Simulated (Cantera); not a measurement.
Feed: 1 mol Ti(OiPr)4, 0.66 mol C3H8, 110 mol H2, at 0.230 bar.

Equilibrium computed with Cantera from the NASA thermochemical tables; the gas is ideal and each condensed phase is pure. Candidate condensed phases: C, C6H6, C7H8, C8H18, H2O, Ti, TiC, TiO, TiO2, Ti2O3, Ti3O5, Ti4O7; 113 gas species. The feed counts by its element totals alone. The numbers say what is thermodynamically allowed, not how fast it happens.

Q: At 800 °C, list the 4 most abundant gas species with their mole fractions, and the condensed phases.

A: H2 0.974, CO 0.0153, CH4 0.0100, H2O 0.000444. Condensed: C(graphite) + TiO2(rutile).
